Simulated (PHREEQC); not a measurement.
Solution A (0.00075 mol CaSO4, 3.4e-05 mol CO2 and 0.0011 mol NaCl per kg of water) is mixed with solution B (0.0014 mol/kgw HCl, 0.00019 mol/kgw ZnSO4 and 7.4e-05 mol/kgw Na2SO4) at 25 °C; shares are by mass of water, 1 kg in all. O2 is buffered at 0.21 atm. The system is closed to CO2. The run lets Calcite, Gypsum, Halite, Zn(OH)2(e), Smithsonite precipitate or redissolve, and no other solid.

Equilibrium calculation in PHREEQC: ion-association model, phreeqc.dat.

```tsv
share of solution B	pH	CO2 (mol/kgw)	HCO3- (mol/kgw)	CaSO4 (mol/kgw)
0	5.45	3.00e-5	3.98e-6	5.09e-5
0.1	3.90	3.05e-5	1.15e-7	4.32e-5
0.2	3.60	2.71e-5	5.10e-8	3.61e-5
0.3	3.42	2.38e-5	2.96e-8	2.95e-5
0.4	3.29	2.04e-5	1.89e-8	2.35e-5
0.5	3.19	1.70e-5	1.26e-8	1.80e-5
0.6	3.11	1.36e-5	8.32e-9	1.32e-5
0.7	3.04	1.02e-5	5.32e-9	8.92e-6
0.8	2.98	6.80e-6	3.08e-9	5.30e-6
0.9	2.93	3.40e-6	1.36e-9	2.32e-6
1	2.88	0	0	0
```
